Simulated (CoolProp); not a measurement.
Properties of toluene along the isobar 17.8 MPa (Tc = 591.7 K, pc = 4.126 MPa, ω = 0.266).

The numbers come from the reference Helmholtz-energy equation of state, Lemmon 2006 in CoolProp. It is a short technical equation, of lower accuracy than the large ones.

```
T (K)          phase  Joule-Thomson coefficient (K/MPa)  expansivity (1/kK)  viscosity (µPa s)  Prandtl number
-----  -------------  ---------------------------------  ------------------  -----------------  --------------
443.4         liquid                            -0.2751               1.252                200            4.19
458.1         liquid                            -0.2496               1.299                184            4.06
472.8         liquid                            -0.2224               1.351                171            3.93
487.5         liquid                            -0.1930               1.407                158            3.80
502.3         liquid                            -0.1609               1.470                147            3.68
517           liquid                            -0.1260               1.539                137            3.55
531.7         liquid                           -0.08758               1.615                127            3.42
546.4         liquid                           -0.04518               1.697                119            3.29
561.1         liquid                           0.001745               1.787                111            3.16
575.8         liquid                            0.05374               1.884                103            3.02
590.6         liquid                             0.1117               1.988               95.9            2.87
605.3  supercritical                             0.1752               2.096               89.2            2.72
620    supercritical                             0.2450               2.209               82.9            2.58
```

Viscosity comes from a separate model (Avgeri 2015). Thermal conductivity comes from a separate model (Assael 2012).
